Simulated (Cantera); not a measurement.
A perfectly stirred reactor is fed with CO : O₂ : H₂O : N₂ = 0.0037 : 0.0082 : 0.00034 : 1 (molar parts), equivalence ratio 0.23, at 8.80 bar; it is held at 1323 K, and followed from long to short residence time.

Cantera simulation using GRI-Mech 3.0 (53 species, 325 reactions); the numbers are that mechanism's predictions, not measurements.

Question: Predict: x(CO) at τ = 10.0 s; x(O₂) at τ = 10.0 s; x(H₂O) at τ = 10.0 s; x(NO) at τ = 10.0 s; x(CO) at τ = 0.110 s; x(O₂) at τ = 0.110 s; x(H₂O) at τ = 0.110 s; x(NO) at τ = 0.110 s; x(H₂O₂) at τ = 0.110 s.

Answer: 
```json
{
  "x(CO) at τ = 10.0 s": "1.51e-5",
  "x(O₂) at τ = 10.0 s": "0.00629",
  "x(H₂O) at τ = 10.0 s": "0.000336",
  "x(NO) at τ = 10.0 s": "1.57e-6",
  "x(CO) at τ = 0.110 s": "0.000587",
  "x(O₂) at τ = 0.110 s": "0.00657",
  "x(H₂O) at τ = 0.110 s": "0.000334",
  "x(NO) at τ = 0.110 s": "1.47e-6",
  "x(H₂O₂) at τ = 0.110 s": "2.92e-9"
}
```
